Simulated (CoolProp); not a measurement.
The numbers come from the reference Helmholtz-energy equation of state, Lemmon 2006 in CoolProp. It is a short technical equation, of lower accuracy than the large ones.

**Question.** For CH3F (R41), give the phase and the speed of sound (m/s), Joule-Thomson coefficient (K/MPa) at 137.95 °C and 0.153 MPa.

**Answer.** 
- 137.95 °C and 0.153 MPa: gas; speed of sound 350, Joule-Thomson coefficient 7.35
